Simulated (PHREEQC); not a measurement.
## Silver or lead bath (model solution)

Solution (45 °C): 0.74 mmol/kgw PbCl2, 4.5 mmol/kgw HNO3 and 34 mmol/kgw Zn(NO3)2. Closed to the air; pH follows from the charge balance.

Model: ion-association model, wateq4f.dat, run in PHREEQC.

Precipitation was switched off in this run.

Task: Predict the pH.

Result: pH 2.44.

Task: In which forms is Cl present?

Result: Cl- 92 %, ZnCl+ 7.2 %, PbCl+ 1.1 % of the Cl.

Constants without temperature data keep their 25 °C values here.
